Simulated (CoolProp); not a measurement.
Saturated liquid density (kg/m³) of R13: the reference equation beside estimates from Tc = 303.0 K, pc = 3973 kPa, ω = 0.175.

Values from CoolProp's reference Helmholtz-energy equation of state, Platzer 1990. This equation is an older, rougher fit; its heat capacities, sound speeds and derivatives of the liquid may be far off and weren't checked against measurements.

```json
[
 {"T (K)": "161.7", "reference": "1630", "van der Waals": "1059", "Redlich-Kwong": "1569", "Peng-Robinson": "1790"},
 {"T (K)": "165.1", "reference": "1618", "van der Waals": "1052", "Redlich-Kwong": "1557", "Peng-Robinson": "1778"},
 {"T (K)": "168.6", "reference": "1606", "van der Waals": "1045", "Redlich-Kwong": "1545", "Peng-Robinson": "1766"},
 {"T (K)": "172.1", "reference": "1593", "van der Waals": "1037", "Redlich-Kwong": "1532", "Peng-Robinson": "___"},
 {"T (K)": "175.5", "reference": "1581", "van der Waals": "___", "Redlich-Kwong": "___", "Peng-Robinson": "1741"},
 {"T (K)": "179", "reference": "1568", "van der Waals": "1022", "Redlich-Kwong": "1506", "Peng-Robinson": "1728"},
 {"T (K)": "182.5", "reference": "___", "van der Waals": "1014", "Redlich-Kwong": "1492", "Peng-Robinson": "1714"},
 {"T (K)": "186", "reference": "1542", "van der Waals": "1006", "Redlich-Kwong": "1478", "Peng-Robinson": "1700"},
 {"T (K)": "189.4", "reference": "1529", "van der Waals": "___", "Redlich-Kwong": "1464", "Peng-Robinson": "1686"},
 {"T (K)": "192.9", "reference": "1516", "van der Waals": "___", "Redlich-Kwong": "1450", "Peng-Robinson": "1672"},
 {"T (K)": "196.4", "reference": "1502", "van der Waals": "980.8", "Redlich-Kwong": "___", "Peng-Robinson": "1656"},
 {"T (K)": "199.8", "reference": "1489", "van der Waals": "972.3", "Redlich-Kwong": "1420", "Peng-Robinson": "1641"},
 {"T (K)": "203.3", "reference": "1475", "van der Waals": "963.4", "Redlich-Kwong": "1404", "Peng-Robinson": "1625"},
 {"T (K)": "206.8", "reference": "1461", "van der Waals": "954.3", "Redlich-Kwong": "1388", "Peng-Robinson": "1609"}
]
```

### Question
What belongs in the gaps?

### Answer

- 172.1, Peng-Robinson: 1753
- 175.5, van der Waals: 1030
- 175.5, Redlich-Kwong: 1519
- 182.5, reference: 1555
- 189.4, van der Waals: 997.7
- 192.9, van der Waals: 989.3
- 196.4, Redlich-Kwong: 1435

Absolute difference from the reference over all 14 rows, mean and median: van der Waals 34.8 and 34.8 %, Redlich-Kwong 4.2 and 4.1 %, Peng-Robinson 10.1 and 10.2 %.
